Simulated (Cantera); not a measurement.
Input: 1 mol Cu, 5 mol HF, 0.54 mol N2, at 900 K and 0.270 Torr.

Method: chemical equilibrium by Gibbs-energy minimisation in Cantera with the NASA 1993 tables (ideal gas, pure condensed phases). Candidate condensed phases: Cu, CuF2; 25 gas species. Equilibrium is a limit: real reactors are often held back by kinetics, nucleation or transport.

Problem. What is the equilibrium state?

Solution. 
```json
{
  "x(HF)": "0.903",
  "x(N2)": "0.0975",
  "x(CuF)": "1.09e-6",
  "n(Cu(s))": "1.000 mol",
  "gas_amount": "5.540 mol",
  "log10 activity of CuF2(s) (absent)": "-6.19"
}
```
